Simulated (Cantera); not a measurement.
**Equilibrium for aluminium nitride and oxide growth: Al + H2O + H2**

Charge: 1 mol Al, 0.94 mol H2O, 1 mol H2, held at 140 Pa.

Method: chemical equilibrium by Gibbs-energy minimisation in Cantera with the NASA 1993 tables (ideal gas, pure condensed phases). Candidate condensed phases: Al, Al2O3, H2O; 19 gas species. Mutual solubility and eutectic melting of coexisting phases are not modelled. The tables' values for AlOH are old estimates; treat these amounts as uncertain. Rates play no part.

At 925 K the condensed part is Al(s) + Al2O3(s). From 1125 K to 1525 K the condensed part is Al(l) + Al2O3(s). From 1725 K to 2125 K the condensed part is Al2O3(s).

```tsv
T (K)	x H2	x Al	x H	x Al2O	x AlH	x AlOH	x H2O	x AlO	n Al(s)	n Al2O3(s)	n Al(l)
925	1.00	1.67e-9	6.96e-9	3.38e-11	2.84e-9	<1e-12	<1e-12	<1e-12	0.373	0.313	0
1125	1.000	2.36e-6	1.19e-6	2.60e-7	7.48e-7	5.46e-11	1.55e-12	<1e-12	0	0.313	0.373
1325	0.999	0.000358	4.37e-5	0.000123	3.49e-5	1.77e-8	2.50e-10	<1e-12	0	0.313	0.372
1525	0.974	0.0141	0.000624	0.0109	0.000572	1.19e-6	1.01e-8	8.37e-10	0	0.306	0.315
1725	0.853	0.0723	0.00459	0.0683	0.00141	1.88e-5	3.34e-7	1.43e-7	0	0.262	0
1925	0.834	0.0815	0.0233	0.0603	0.000923	0.000116	1.24e-5	5.61e-6	0	0.267	0
2125	0.774	0.0874	0.0854	0.0519	0.000622	0.000481	0.000220	0.000108	0	0.272	0
```
x: gas mole fraction; n: condensed amount in mol.
